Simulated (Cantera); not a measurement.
Gas mixture: 100 % CH₃OH, at 900 Torr, frozen composition.

Cantera's kinetic-theory transport with the Lennard-Jones parameters of GRI-Mech 3.0, ideal gas; thermal conductivity in the multicomponent form. Polar gases are described roughly by these parameters.

One state of this run: ρ (kg/m³) = 0.462; cp (J/kg/K) = 2798; μ (µPa s) = 31.3; λ (mW/m/K) = 117; Pr = 0.751; D (cm²/s) NO = 1.12; D (cm²/s) N₂ = 1.14; D (cm²/s) CH₃ = 1.26. D: mixture-averaged diffusion coefficient of that species in the mixture.

### Question
Which value of T (K) does it belong to?
A. 700
B. 400
C. 800
D. 1000

### Answer
D, 1000
